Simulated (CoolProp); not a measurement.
Properties of carbon dioxide along the isotherm 185.55 °C (Tc = 31.0 °C, pc = 7377 kPa, ω = 0.224).

Values from CoolProp's reference Helmholtz-energy equation of state, Span 1996.

```json
[
 {"p (kPa)": "117", "phase": "gas", "cp (kJ/(kg K))": "0.9870", "conductivity (mW/(m K))": "29.5", "Prandtl number": "0.742", "fugacity coefficient": "0.9987"},
 {"p (kPa)": "221", "phase": "gas", "cp (kJ/(kg K))": "0.9888", "conductivity (mW/(m K))": "29.6", "Prandtl number": "0.743", "fugacity coefficient": "0.9976"},
 {"p (kPa)": "419", "phase": "gas", "cp (kJ/(kg K))": "0.9921", "conductivity (mW/(m K))": "29.6", "Prandtl number": "0.745", "fugacity coefficient": "0.9955"},
 {"p (kPa)": "795", "phase": "gas", "cp (kJ/(kg K))": "0.9986", "conductivity (mW/(m K))": "29.8", "Prandtl number": "0.747", "fugacity coefficient": "0.9915"},
 {"p (kPa)": "1510", "phase": "gas", "cp (kJ/(kg K))": "1.011", "conductivity (mW/(m K))": "30.1", "Prandtl number": "0.753", "fugacity coefficient": "0.9840"},
 {"p (kPa)": "2860", "phase": "gas", "cp (kJ/(kg K))": "…", "conductivity (mW/(m K))": "30.7", "Prandtl number": "0.764", "fugacity coefficient": "…"},
 {"p (kPa)": "5410", "phase": "gas", "cp (kJ/(kg K))": "…", "conductivity (mW/(m K))": "…", "Prandtl number": "0.788", "fugacity coefficient": "0.9449"},
 {"p (kPa)": "10300", "phase": "supercritical", "cp (kJ/(kg K))": "1.199", "conductivity (mW/(m K))": "34.6", "Prandtl number": "0.846", "fugacity coefficient": "0.8998"},
 {"p (kPa)": "19500", "phase": "supercritical", "cp (kJ/(kg K))": "1.425", "conductivity (mW/(m K))": "41.9", "Prandtl number": "0.973", "fugacity coefficient": "0.8287"},
 {"p (kPa)": "36900", "phase": "supercritical", "cp (kJ/(kg K))": "1.616", "conductivity (mW/(m K))": "59.2", "Prandtl number": "1.14", "fugacity coefficient": "…"}
]
```

Problem. Fill in the missing entries.

Solution. 
- 2860, cp (kJ/(kg K)): 1.036
- 2860, fugacity coefficient: 0.9702
- 5410, cp (kJ/(kg K)): 1.087
- 5410, conductivity (mW/(m K)): 31.9
- 36900, fugacity coefficient: 0.7477

Viscosity comes from a separate model (Laesecke 2017). Thermal conductivity comes from a separate model (Huber 2016).
